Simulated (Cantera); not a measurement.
A Cantera script and what it prints.

```python
import numpy as np
import cantera as ct

gas_names = """
    Cr CrN CrO CrO2 CrO3 H HNO HNO2 HNO3 HO2 H2 H2O H2O2 N NH NH2 NH3 NH2OH NO NO2 NO3 N2 N2H2 N2H4 N2O
    O OH O2 O3
""".split()
cond_names = """
    Cr(cr) Cr(L) CrN(s) Cr2N(s) Cr2O3(s) Cr2O3(L) H2O(s) H2O(L)
""".split()


# ... load() reads the species with a 1 bar reference pressure and builds the phases ...
atoms = {
    'Cr2O3': {'Cr': 2, 'O': 3},
    'H2': {'H': 2},
    'N2': {'N': 2},
}
top_T = {'CrN(s)': 1900, 'Cr2N(s)': 1900}  # K; cautious upper limits of use, not melting points


# ... equilibrate(T, P, feed) seeds the gas with the atoms and calls Mixture.equilibrate('TP', solver="vcs", rtol=1e-11, max_steps=5000) ...
results = []
feed = {'Cr2O3': 1, 'H2': 0.33, 'N2': 63}  # mol
P = 25000  # Pa
for T in [1398, 1473, 1548, 1623, 1698, 1773, 1848, 1923, 1998, 2073, 2148]:
    mix = equilibrate(T, P, feed)
    results.append((T, P, feed, dict(zip(mix.species_names, mix.species_moles))))
    x = sorted(zip(gas.X, gas.species_names), reverse=True)
    print(f"T = {T:g} K  P = {P:g} Pa  gas = {mix.phase_moles(0):.4g} mol")
    print("   x: " + "  ".join(f"{s} {v:.3e}" for v, s in x if v > 0.001))
    print("   condensed (mol): " + ("  ".join(f"{mix.phase(i).name} {mix.phase_moles(i):.4g}"
          for i in range(1, mix.n_phases) if mix.phase_moles(i) > 1e-12) or "none"))
```

Result:

```
T = 1398 K  P = 25000 Pa  gas = 63.33 mol
   x: N2 9.948e-01  H2 5.205e-03
   condensed (mol): Cr2N(s) 0.0001045  Cr2O3(s) 0.9999
T = 1473 K  P = 25000 Pa  gas = 63.33 mol
   x: N2 9.948e-01  H2 5.202e-03
   condensed (mol): Cr2N(s) 0.0001322  Cr2O3(s) 0.9998
T = 1548 K  P = 25000 Pa  gas = 63.33 mol
   x: N2 9.948e-01  H2 5.198e-03
   condensed (mol): Cr2N(s) 7.68e-05  Cr2O3(s) 0.9998
T = 1623 K  P = 25000 Pa  gas = 63.33 mol
   x: N2 9.948e-01  H2 5.186e-03
   condensed (mol): Cr2O3(s) 0.9996
T = 1698 K  P = 25000 Pa  gas = 63.33 mol
   x: N2 9.948e-01  H2 5.159e-03
   condensed (mol): Cr2O3(s) 0.9991
T = 1773 K  P = 25000 Pa  gas = 63.33 mol
   x: N2 9.947e-01  H2 5.109e-03
   condensed (mol): Cr2O3(s) 0.9983
T = 1848 K  P = 25000 Pa  gas = 63.34 mol
   x: N2 9.947e-01  H2 5.022e-03
   condensed (mol): Cr2O3(s) 0.9968
T = 1923 K  P = 25000 Pa  gas = 63.35 mol
   x: N2 9.945e-01  H2 4.882e-03
   condensed (mol): Cr2O3(s) 0.9943
T = 1998 K  P = 25000 Pa  gas = 63.36 mol
   x: N2 9.944e-01  H2 4.666e-03
   condensed (mol): Cr2O3(s) 0.9904
T = 2073 K  P = 25000 Pa  gas = 63.37 mol
   x: N2 9.941e-01  H2 4.353e-03
   condensed (mol): Cr2O3(s) 0.9843
T = 2148 K  P = 25000 Pa  gas = 63.4 mol
   x: N2 9.937e-01  H2 3.930e-03  H2O 1.006e-03
   condensed (mol): Cr2O3(s) 0.9748
```

Method: chemical equilibrium by Gibbs-energy minimisation in Cantera with the NASA 1993 tables (ideal gas, pure condensed phases). Mutual solubility and eutectic melting of coexisting phases are not modelled.
